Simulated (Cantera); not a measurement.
SrCl₂ + H₂O + N₂ (halide evaporation, hydrolysis and transport)

Charge: 1 mol SrCl₂, 1.3 mol H₂O, 15 mol N₂, held at 7.30e-6 bar.

Equilibrium computed with Cantera from the NASA thermochemical tables; the gas is ideal and each condensed phase is pure. Candidate condensed phases: H₂O, NH₄Cl, Sr, SrCl₂, SrO, Sr(OH)₂; 35 gas species. Mutual solubility and eutectic melting of coexisting phases are not modelled. Condensed phases not in the tables: oxide chlorides. The numbers say what is thermodynamically allowed, not how fast it happens.

```tsv
T (°C)	x N₂	x H₂O	x H	x SrCl₂	x Cl	x HCl	x O	x Sr	x H₂	x O₂	n SrCl₂(s)	n SrO(s)
800	0.912	0.0741	1.79e-8	0.00405	1.35e-5	0.00994	7.06e-10	<1e-12	1.19e-5	2.35e-6	0.852	0.0818
900	0.867	0.0628	3.64e-7	0.0455	0.000112	0.0245	1.24e-8	<1e-12	6.94e-5	5.74e-6	0	0.213
1000	0.867	0.0643	3.98e-6	0.0471	0.000314	0.0211	2.22e-7	3.12e-11	0.000228	3.10e-5	0	0.185
1100	0.867	0.0651	3.13e-5	0.0481	0.000745	0.0185	2.52e-6	2.54e-9	0.000646	0.000122	0	0.167
1200	0.866	0.0650	0.000188	0.0487	0.00156	0.0165	2.02e-5	1.15e-7	0.00161	0.000383	0	0.156
1300	0.864	0.0632	0.000894	0.0487	0.00297	0.0148	0.000123	3.22e-6	0.00353	0.00101	0	0.153
1400	0.859	0.0588	0.00347	0.0479	0.00520	0.0130	0.000599	6.04e-5	0.00678	0.00234	0	0.151
1500	0.848	0.0499	0.0110	0.0456	0.00843	0.0109	0.00244	0.000807	0.0110	0.00492	0	0.128
1600	0.820	0.0354	0.0283	0.0394	0.0141	0.00924	0.00847	0.00625	0.0140	0.00937	0	0
1700	0.778	0.0161	0.0585	0.0258	0.0324	0.0102	0.0204	0.0142	0.0137	0.0104	0	0
```
x: gas mole fraction; n: condensed amount in mol.

At 800 °C the condensed part is SrCl₂(s) + SrO(s). From 900 °C to 1500 °C the condensed part is SrO(s). From 1600 °C to 1700 °C nothing is condensed. The main Sr-bearing gas is SrCl₂ throughout.
